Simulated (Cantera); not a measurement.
Charge: 1 mol SiCl₄, 1.1 mol O₂, 1.1 mol H₂, equilibrated at 49.0 mbar.

Cantera equilibrium calculation (NASA polynomials, part measured and part estimated; ideal gas, pure solids and liquids). Candidate condensed phases: H₂O, Si, SiO₂; 30 gas species. The tables hold silica as quartz up to 1696 K and as liquid above; real silica turns to tridymite and cristobalite and melts near 1996 K. Kinetics and transport are ignored.

Question: Which condensed phases are stable at each of these points (T (°C)): 1027, 1077, 1127, 1177, 1227, 1277, 1327, 1377, 1427, 1477, 1527, 1577?

Answer: 
```
T (°C)  condensed phases  Si condensed (%)
------  ----------------  ----------------
1027      SiO₂(β-quartz)             100.0
1077      SiO₂(β-quartz)             100.0
1127      SiO₂(β-quartz)             100.0
1177      SiO₂(β-quartz)             100.0
1227      SiO₂(β-quartz)             100.0
1277      SiO₂(β-quartz)             100.0
1327      SiO₂(β-quartz)             100.0
1377      SiO₂(β-quartz)             100.0
1427     SiO₂(condensed)             100.0
1477     SiO₂(condensed)             100.0
1527     SiO₂(condensed)             100.0
1577     SiO₂(condensed)             100.0
```

From 1027 °C to 1377 °C the condensed part is SiO₂(β-quartz). From 1427 °C to 1577 °C the condensed part is SiO₂(condensed).
